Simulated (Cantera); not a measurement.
An isothermal plug-flow reactor at 550 K and 345 Torr (inlet), inlet velocity 2.7 m/s, active area per volume 640 1/m; feed 2.84 % H₂, 7.28 % O₂, 89.9 % N₂.

Computed with Cantera and Deutschmann's 1995 Pt surface mechanism with GRI-Mech 3.0 gas chemistry. Catalytic surfaces can have several steady states; this one follows from the mechanism file's or the stated starting coverage. Mass transfer to the wall is taken as infinitely fast.

One state of this run: x H₂ = 0.000468; x O₂ = 0.0597; x H₂O = 0.0284; θ free Pt = 0.0122; θ O* = 0.979; θ OH* = 0.00888. x: gas mole fraction; θ: surface coverage.

Task: Which value of z (m) does it belong to?
A. 0.023
B. 0.0062
C. 0.087
D. 0.012

Result: D, 0.012
